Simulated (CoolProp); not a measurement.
Model: reference Helmholtz-energy equation of state, Lemmon 2005, in CoolProp.

Task: For R125, give the phase and the cp (kJ/(kg K)), cv (kJ/(kg K)), viscosity (µPa s) at -19.45 °C and 0.101 MPa; 90.85 °C and 0.101 MPa.

Result: 
- -19.45 °C and 0.101 MPa: gas; cp 0.733, cv 0.653, viscosity 11.0
- 90.85 °C and 0.101 MPa: gas; cp 0.890, cv 0.818, viscosity 15.7

Viscosity comes from a separate model (Huber 2006).
